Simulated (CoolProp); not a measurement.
A Linde-Hampson liquefier for CF4 (R14): isothermal reversible compression at 300 K from 1 atm to 20 MPa, throttling to 1 atm, return gas leaving the recuperator 0 K below the feed. Each further row changes one setting.

The numbers come from the reference Helmholtz-energy equation of state, Platzer 1990 in CoolProp. This equation is an older, rougher fit; its heat capacities, sound speeds and derivatives of the liquid may be far off and weren't checked against measurements.

```
case                        liquid yield per pass  compression work (kJ/kg of gas)
--------------------------  ---------------------  -------------------------------
as stated                                   0.274                              135
high pressure 40 MPa                          [?]                              154
warm-end temperature 330 K                    [?]                              154
warm-end gap 5 K                              [?]                              135
```

Problem. What belongs in the gaps?

Solution. 
- high pressure 40 MPa, liquid yield per pass: 0.295
- warm-end temperature 330 K, liquid yield per pass: 0.206
- warm-end gap 5 K, liquid yield per pass: 0.262
